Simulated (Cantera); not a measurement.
Feed: 1 mol SiH₂Cl₂, 0.0052 mol Cl₂, 13 mol H₂, held at 135 Torr.

These are equilibrium values from Cantera (NASA tables, ideal gas, pure condensed phases), not measurements of a reactor. Candidate condensed phases: Si; 19 gas species. Equilibrium is a limit: real reactors are often held back by kinetics, nucleation or transport.

Question: What share of the Si ends up in condensed phases as a function of T (K), at 875, 925, 975, 1025, 1075, 1125, 1175, 1225?

Answer: 
```json
[
 {"T (K)": "875", "Si condensed (%)": "45.8", "as": "Si(s)"},
 {"T (K)": "925", "Si condensed (%)": "46.8", "as": "Si(s)"},
 {"T (K)": "975", "Si condensed (%)": "48.2", "as": "Si(s)"},
 {"T (K)": "1025", "Si condensed (%)": "50.0", "as": "Si(s)"},
 {"T (K)": "1075", "Si condensed (%)": "52.2", "as": "Si(s)"},
 {"T (K)": "1125", "Si condensed (%)": "54.6", "as": "Si(s)"},
 {"T (K)": "1175", "Si condensed (%)": "57.0", "as": "Si(s)"},
 {"T (K)": "1225", "Si condensed (%)": "59.1", "as": "Si(s)"}
]
```
